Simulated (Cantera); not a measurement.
**Si + Cl2 + H2 (chlorosilane synthesis and conversion)**

A closed system holds: 1 mol Si, 0.57 mol Cl2, 3.8 mol H2, equilibrated at 625 K and 578 Torr.

Method: chemical equilibrium by Gibbs-energy minimisation in Cantera with the NASA 1993 tables (ideal gas, pure condensed phases). Candidate condensed phases: Si; 19 gas species. Rates play no part.

The x(H2) comes out as 0.920 and the x(SiCl4) is 0.0445. The x(SiHCl3) is 0.0336 and the x(SiH2Cl2) is 0.00138. The x(HCl) is 5.88e-5, the x(SiH3Cl) comes out as 1.13e-5 and the n(Si(s)) is 0.678 mol. The gas amount comes out as 4.048 mol.
